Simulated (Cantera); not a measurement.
Catalytic stagnation flow on Pt

A jet of 1.83 % CH4, 12.9 % O2, 85.2 % N2, equivalence ratio 0.28 at 300 K and 0.128 atm hits a platinum plate 5.1 cm away at a mass flux of 0.058 kg/m²/s; the plate temperature is set and raised in steps from an oxygen-covered start.

Cantera simulation using Deutschmann's 1995 Pt surface mechanism with GRI-Mech 3.0 gas chemistry; the numbers are that mechanism's predictions, not measurements. Catalytic surfaces can have several steady states; this one follows from the mechanism file's or the stated starting coverage.

| plate T (K) | wall x CH4 | wall x O2 | wall x H2O | wall x OH | wall x CO | wall x CO2 | θ free Pt | θ O* | θ OH* |
|---|---|---|---|---|---|---|---|---|---|
| 950 | 0.00855 | 0.109 | 0.0182 | 6.63e-8 | 4.24e-6 | 0.0120 | 0.244 | 0.755 | 0.00113 |
| 1000 | 0.00624 | 0.104 | 0.0224 | 1.82e-7 | 4.16e-6 | 0.0148 | 0.311 | 0.688 | 0.00113 |
| 1050 | 0.00463 | 0.100 | 0.0253 | 4.41e-7 | 4.09e-6 | 0.0167 | 0.378 | 0.621 | 0.00106 |
| 1100 | 0.00355 | 0.0981 | 0.0273 | 9.63e-7 | 4.09e-6 | 0.0180 | 0.444 | 0.555 | 0.000969 |
| 1150 | 0.00280 | 0.0966 | 0.0285 | 1.94e-6 | 4.20e-6 | 0.0188 | 0.508 | 0.492 | 0.000867 |
| 1200 | 0.00228 | 0.0956 | 0.0294 | 3.63e-6 | 4.46e-6 | 0.0193 | 0.568 | 0.431 | 0.000765 |
x: mole fraction at the wall; θ: surface coverage.
